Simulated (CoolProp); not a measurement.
Saturation properties of nitrous oxide (Tc = 36.4 °C, pc = 7245 kPa, ω = 0.161).

Computed with CoolProp (reference Helmholtz-energy equation of state, Lemmon 2006). It is a short technical equation, of lower accuracy than the large ones.

```csv
T (°C),p (kPa),liquid density (kg/m³),liquid cp (kJ/(kg K)),surface tension (mN/m)
-77.65,185.7,1198,1.730,21.3
-68.85,288.0,1171,1.745,19.3
-59.95,430.7,1143,1.767,17.4
-51.15,619.0,1114,1.795,15.5
-42.35,863.0,1083,1.833,13.6
-33.55,1172,1051,1.880,11.8
-24.75,1556,1017,1.943,10.1
-15.95,2024,981.1,2.026,8.34
-7.15,2587,941.8,2.141,6.68
```

It boils at -88.5 °C under 1 atm.

Surface tension comes from a separate correlation (Mulero 2012).
